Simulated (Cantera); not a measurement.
An isothermal, constant-pressure homogeneous reactor starts with 98.7 % N2O, 1.28 % H2O, at 1200 K and 20.0 Torr.

Detailed kinetics in Cantera: GRI-Mech 3.0 (53 species, 325 reactions). GRI-Mech 3.0 was tuned for natural gas; its chemistry of N2O as a main component is partial and can be far from experiment. Radical loss at walls, strong at low pressure, is not modelled. The mechanism lacks the step 2 NO + O2 → 2 NO2, which can matter for NO2 below about 1400 K. The temperature is held fixed by assumption; the heat of reaction is taken as removed at once.

x: mole fraction; the columns are a selection and need not sum to one.

```csv
t (s),x N2O,x H2O,x HO2,x N2,x H2O2
5.00e-5,0.987,0.0128,1.49e-12,4.72e-7,<1e-12
0.000164,0.987,0.0128,4.69e-11,1.79e-6,<1e-12
0.000541,0.987,0.0128,1.18e-9,7.25e-6,<1e-12
0.00178,0.987,0.0128,1.98e-8,2.72e-5,<1e-12
0.00585,0.987,0.0128,2.22e-7,9.37e-5,6.94e-11
0.0192,0.987,0.0128,[?],[?],[?]
0.0632,0.986,0.0128,3.07e-6,0.00104,4.69e-8
0.208,0.982,0.0128,2.07e-6,0.00344,2.18e-8
0.684,0.970,0.0128,1.21e-6,0.0113,7.56e-9
2.25,0.931,0.0126,5.85e-7,0.0359,2.09e-9
7.40,[?],0.0121,[?],[?],6.56e-10
24.3,0.552,0.0110,5.73e-8,0.278,4.11e-10
80.0,0.182,0.00937,1.03e-8,0.514,3.28e-10
```

What belongs in the gaps?


- 0.0192, x HO2: 1.52e-6
- 0.0192, x N2: 0.000313
- 0.0192, x H2O2: 6.06e-9
- 7.40, x N2O: 0.818
- 7.40, x HO2: 2.11e-7
- 7.40, x N2: 0.108
